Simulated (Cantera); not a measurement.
Input: 1 mol SiCl₄, 38 mol N₂, 6.3 mol H₂, 20 mol NH₃, held at 330 Pa.

Equilibrium computed with Cantera from the NASA thermochemical tables; the gas is ideal and each condensed phase is pure. Candidate condensed phases: NH₄Cl, Si, Si₃N₄; 28 gas species. Gases not in the tables: Si₂H₆ and higher silanes. Kinetics and transport are ignored.

Question: What share of the Si ends up in condensed phases as a function of T (K), at 750, 850, 950, 1050, 1150, 1250, 1350, 1450, 1550, 1650, 1750, 1850, 1950?

Answer: 
| T (K) | Si condensed (%) | as |
|---|---|---|
| 750 | 99.9 | Si₃N₄(s) |
| 850 | 100.0 | Si₃N₄(s) |
| 950 | 100.0 | Si₃N₄(s) |
| 1050 | 100.0 | Si₃N₄(s) |
| 1150 | 100.0 | Si₃N₄(s) |
| 1250 | 99.8 | Si₃N₄(s) |
| 1350 | 98.7 | Si₃N₄(s) |
| 1450 | 93.9 | Si₃N₄(s) |
| 1550 | 79.3 | Si₃N₄(s) |
| 1650 | 50.6 | Si₃N₄(s) |
| 1750 | 27.5 | Si(l) |
| 1850 | 16.4 | Si(l) |
| 1950 | 0.0 | - |
